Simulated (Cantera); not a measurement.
Charge: 1 mol MgO, 0.21 mol SO₃, 2 mol H₂O, 0.084 mol H₂S, equilibrated at 725 K and 293 Torr.

These are equilibrium values from Cantera (NASA tables, ideal gas, pure condensed phases), not measurements of a reactor. Candidate condensed phases: H₂O, H₂SO₄, Mg, MgO, Mg(OH)₂, MgS, MgSO₄, S; 26 gas species. Gases not in the tables: S₃ to S₇. Equilibrium is a limit: real reactors are often held back by kinetics, nucleation or transport.

Base state: H₂O 0.935, SO₂ 0.0360, H₂S 0.0280, S₂ 0.00110, H₂ 0.000169, S₂O 6.35e-5 (mole fractions); condensed: MgO(s) + MgSO₄(s).

Q: What changes in the equilibrium state with this change: pressure from 293 Torr to 100 Torr?

A: 
```json
[
 {"species": "H₂O", "before": "0.935", "after": "0.898"},
 {"species": "SO₂", "before": "0.0360", "after": "0.0879"},
 {"species": "H₂S", "before": "0.0280", "after": "0.0130"},
 {"species": "H₂", "before": "0.000169", "after": "0.000136"},
 {"species": "S₂O", "before": "6.35e-5", "after": "7.47e-5"},
 {"species": "S₂", "before": "0.00110", "after": "0.00108"},
 {"species": "MgO(s), mol", "before": "0.850", "after": "0.942"},
 {"species": "MgSO₄(s), mol", "before": "0.150", "after": "0.0579"}
]
```

Q: What changes in the equilibrium state with this change: SO₃ from 0.21 to 1.8 mol?

A: 
```json
[
 {"species": "H₂O", "before": "0.935", "after": "0.698"},
 {"species": "SO₃", "before": "<1e-9", "after": "0.173"},
 {"species": "SO₂", "before": "0.0360", "after": "0.115"},
 {"species": "H₂S", "before": "0.0280", "after": "<1e-9"},
 {"species": "H₂SO₄", "before": "<1e-9", "after": "0.0134"},
 {"species": "S₂", "before": "0.00110", "after": "<1e-9"},
 {"species": "O₂", "before": "<1e-9", "after": "0.000228"},
 {"species": "H₂", "before": "0.000169", "after": "<1e-9"},
 {"species": "S₂O", "before": "6.35e-5", "after": "<1e-9"},
 {"species": "MgO(s), mol", "before": "0.850", "after": "0"},
 {"species": "MgSO₄(s), mol", "before": "0.150", "after": "1.00"}
]
```
